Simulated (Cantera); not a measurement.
Feed: 1 mol c-C₄F₈, 0.036 mol HCl, 0.27 mol H₂, 0.025 mol Si, at 1425 °C and 0.240 Torr.

Cantera equilibrium calculation (NASA polynomials, part measured and part estimated; ideal gas, pure solids and liquids). Candidate condensed phases: C, C₆H₆, C₇H₈, C₈H₁₈, Si, SiC; 143 gas species. The feed counts by its element totals alone. Gases not in the tables: C₂F₆ and larger saturated fluorocarbons. Kinetics and transport are ignored.

Base state: CF₄ 0.705, HF 0.228, CF₂ 0.0271, F 0.0146, Cl 0.0142, SiF₄ 0.00988, CF₃ 0.00150, HCl 2.76e-5 (mole fractions); condensed: C(graphite).

What changes in the equilibrium state with this change: HCl from 0.036 to 0.13 mol?


```
species            before     after
----------------  -------  --------
CF₄                 0.705     0.652
HF                  0.228     0.248
Cl                 0.0142    0.0480
CF₂                0.0271    0.0261
F                  0.0146    0.0143
SiF₄              0.00988   0.00927
Cl₂               1.78e-6   2.04e-5
HCl               2.76e-5  0.000104
ClF               3.64e-6   1.21e-5
C(graphite), mol     2.14      2.17
```

What changes in the equilibrium state with this change: temperature from 1425 °C to 525 °C?


```json
[
 {"species": "CF₄", "before": "0.705", "after": "0.753"},
 {"species": "HF", "before": "0.228", "after": "0.222"},
 {"species": "HCl", "before": "2.76e-5", "after": "0.0143"},
 {"species": "CF₂", "before": "0.0271", "after": "<1e-9"},
 {"species": "F", "before": "0.0146", "after": "<1e-9"},
 {"species": "Cl", "before": "0.0142", "after": "5.26e-6"},
 {"species": "SiF₄", "before": "0.00988", "after": "0.0102"},
 {"species": "CF₃", "before": "0.00150", "after": "<1e-9"},
 {"species": "CF", "before": "1.15e-5", "after": "<1e-9"},
 {"species": "Cl₂", "before": "1.78e-6", "after": "0.000111"},
 {"species": "C(graphite), mol", "before": "2.14", "after": "2.16"}
]
```
Condensed phases not in the tables: fluorocarbon polymer.
